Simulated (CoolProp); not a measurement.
Computed with CoolProp (reference Helmholtz-energy equation of state, Lemmon 2013).

Q: Give the vapour pressure (bar), liquid density (kg/m³), vapour density (kg/m³), surface tension (mN/m) of saturated propylene at 265.7 K.

A: 
| T (K) | p (bar) | liquid density (kg/m³) | vapour density (kg/m³) | surface tension (mN/m) |
|---|---|---|---|---|
| 265.7 | 4.65 | 557 | 9.88 | 11.2 |

Surface tension comes from a separate correlation (Mulero 2012).
